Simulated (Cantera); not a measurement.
Input: 1 mol CH₃OH, 3 mol H₂O, 29 mol H₂, held at 1048.15 K and 0.100 bar.

Method: chemical equilibrium by Gibbs-energy minimisation in Cantera with the NASA 1993 tables (ideal gas, pure condensed phases). Candidate condensed phases: C, C₆H₆, C₇H₈, C₈H₁₈, H₂O; 110 gas species. Rates play no part.

Base state: H₂ 0.889, H₂O 0.0829, CO 0.0257, CO₂ 0.00284, CH₄ 2.37e-5 (mole fractions); condensed: gas only.

### Question
What changes in the equilibrium state with this change: 0.26 mol NH₃ added?

### Answer
| species | before | after |
|---|---|---|
| H₂ | 0.889 | 0.886 |
| H₂O | 0.0829 | 0.0817 |
| CO | 0.0257 | 0.0254 |
| N₂ | 0 | 0.00366 |
| CO₂ | 0.00284 | 0.00277 |
| CH₄ | 2.37e-5 | 2.35e-5 |
